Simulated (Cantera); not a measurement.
A closed system holds: 1 mol HgO, 0.14 mol O2, 1.1 mol H2, equilibrated at 10.0 Torr.

Method: chemical equilibrium by Gibbs-energy minimisation in Cantera with the NASA 1993 tables (ideal gas, pure condensed phases). Candidate condensed phases: H2O, Hg, HgO; 10 gas species. Equilibrium is a limit: real reactors are often held back by kinetics, nucleation or transport. All values below are at 1025 K.

Base state: H2O 0.502, Hg 0.457, O2 0.0411 (mole fractions); condensed: gas only.

**Question.** What changes in the equilibrium state with this change: HgO replaced by Pb?

**Answer.** 
```tsv
species	before	after
H2	3.88e-9	0.744
H2O	0.502	0.254
Pb	0	0.00209
Hg	0.457	0
O2	0.0411	<1e-9
Pb(l), mol	0	0.998
```
Further candidate phases: Pb, PbO, PbO2, Pb3O4.
